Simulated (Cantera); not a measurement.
Source: NASA polynomial tables (part measured, part estimated), evaluated in Cantera. Values are per mole of reaction as written; species without (g) are pure solids or liquids, kept so even where they would boil at 1 bar.

2 HF(g) + Ba(OH)2 ⇌ 2 H2(g) + BaF2 + O2(g), with ΔH° = 282.9 kJ and ΔS° = 108.1 J/K at 300 K.

Question: How far is the shortcut ΔG° ≈ ΔH°(300 K) − T·ΔS°(300 K) from the full temperature-dependent value at 698, 798, 898, 998, 1098, 1198, 1298, 1398 K?

Answer: 
```
T (K)  shortcut (kJ)  full (kJ)  difference (kJ)  difference in log10 K     condensed phases
-----  -------------  ---------  ---------------  ---------------------  -------------------
698            207.4      208.9             -1.5                   0.11  Ba(OH)2(l), BaF2(s)
798            196.6      201.3             -4.7                   0.31  Ba(OH)2(l), BaF2(s)
898            185.8      194.0             -8.2                   0.48  Ba(OH)2(l), BaF2(s)
998            175.0      186.9            -11.9                   0.62  Ba(OH)2(l), BaF2(s)
1098           164.2      179.9            -15.7                   0.75  Ba(OH)2(l), BaF2(s)
1198           153.4      172.8            -19.5                   0.85  Ba(OH)2(l), BaF2(s)
1298           142.5      165.6            -23.1                   0.93  Ba(OH)2(l), BaF2(s)
1398           131.7      158.2            -26.5                   0.99  Ba(OH)2(l), BaF2(s)
```
The shortcut ignores heat capacities and the phase changes listed.
